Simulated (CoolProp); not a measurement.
R1234ze(Z) along the isobar 1250 kPa: fugacity coefficient from the reference equation and from simpler models built on Tc = 423.3 K, pc = 3531 kPa, ω = 0.327; each cubic takes its own stable root.

Computed with CoolProp (reference Helmholtz-energy equation of state, Akasaka 2019).

| T (K) | phase | reference |
|---|---|---|
| 363.4 | liquid | 0.7041 |
| 371.9 | gas | 0.7926 |
| 380.4 | gas | 0.8093 |
| 388.9 | gas | 0.8241 |
| 397.5 | gas | 0.8375 |
| 406 | gas | 0.8494 |
| 414.5 | gas | 0.8602 |
| 423 | gas | 0.8700 |
| 431.5 | gas | 0.8790 |
| 440 | gas | 0.8872 |

**Question.** How far does each simpler model (van der Waals, Redlich-Kwong, Peng-Robinson) lie from the reference over these 10 states: mean and median of the absolute difference, and the worst?

**Answer.** 
- van der Waals: mean 6.1 %, median 4.5 %, worst +20.6 % at 363.4 K and 1250 kPa
- Redlich-Kwong: mean 3.7 %, median 2.3 %, worst +16.0 % at 363.4 K and 1250 kPa
- Peng-Robinson: mean 0.6 %, median 0.3 %, worst +2.2 % at 363.4 K and 1250 kPa

At some of these states van der Waals, Redlich-Kwong gives the other phase, because its saturation line lies elsewhere.
